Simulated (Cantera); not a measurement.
What does this Cantera script print?

```python
import numpy as np
import cantera as ct

gas = ct.Solution("gri30.yaml")
gas.TPX = 573, 240000, {'H2': 1, 'O2': 0.82, 'N2': 3.08, 'H2O': 0.45}
inlet = ct.Reservoir(gas, clone=True)
gas.equilibrate("HP")  # start burning
reactor = ct.IdealGasConstPressureReactor(gas, energy="on", clone=False)
exhaust = ct.Reservoir(gas, clone=True)
tau = [0.066, 0.022, 0.0072, 0.0024, 0.0008, 0.00026, 8.8e-05, 2.9e-05, 9.6e-06, 3.2e-06][0]
for a, b in ((inlet, reactor), (reactor, exhaust)):
    ct.MassFlowController(a, b, mdot=lambda t: reactor.mass / tau)
net = ct.ReactorNet([reactor])
show = ['H2', 'O2', 'H2O2', 'O', 'NO2', 'H2O']

rows = []
print(f"{'tau/s':>10s}{'T/K':>9s}" + "".join(f"{s:>11s}" for s in show))
for tau in [0.066, 0.022, 0.0072, 0.0024, 0.0008, 0.00026, 8.8e-05, 2.9e-05, 9.6e-06, 3.2e-06]:
    net.initial_time = 0.0
    net.advance(30 * tau)
    before = gas.X
    net.advance(40 * tau)
    drift = np.max(np.abs(gas.X - before) / (gas.X + 1e-9))
    rows.append([gas.T, *gas[show].X, drift])
    print(f"{tau:10.3e}{gas.T:9.1f}" + "".join(f"{x:11.3e}" for x in gas[show].X))
```

Result:

```
     tau/s      T/K         H2         O2       H2O2          O        NO2        H2O
 6.600e-02   1930.9  2.154e-04  6.553e-02  2.076e-07  9.361e-05  8.754e-08  2.977e-01
 2.200e-02   1928.1  3.530e-04  6.547e-02  2.597e-07  1.415e-04  5.313e-08  2.973e-01
 7.200e-03   1922.2  6.693e-04  6.538e-02  3.674e-07  2.562e-04  3.980e-08  2.964e-01
 2.400e-03   1911.2  1.327e-03  6.529e-02  5.491e-07  5.004e-04  3.017e-08  2.949e-01
 8.000e-04   1890.9  2.648e-03  6.532e-02  8.319e-07  9.968e-04  2.047e-08  2.923e-01
 2.600e-04   1852.5  5.246e-03  6.573e-02  1.280e-06  1.967e-03  1.379e-08  2.874e-01
 8.800e-05   1786.9  9.710e-03  6.702e-02  2.024e-06  3.535e-03  1.073e-08  2.795e-01
 2.900e-05   1675.3  1.767e-02  7.044e-02  3.727e-06  5.596e-03  8.222e-09  2.662e-01
 9.600e-06   1488.9  3.742e-02  8.108e-02  9.086e-06  6.192e-03  3.886e-09  2.402e-01
 3.200e-06    573.0  1.869e-01  1.533e-01 -5.796e-18 -1.862e-19 -1.811e-20  8.411e-02
```

Cantera simulation using GRI-Mech 3.0 (53 species, 325 reactions); the numbers are that mechanism's predictions, not measurements. The hydrogen kinetics of GRI-Mech 3.0 are dated; newer H2 mechanisms differ, most at raised pressure.
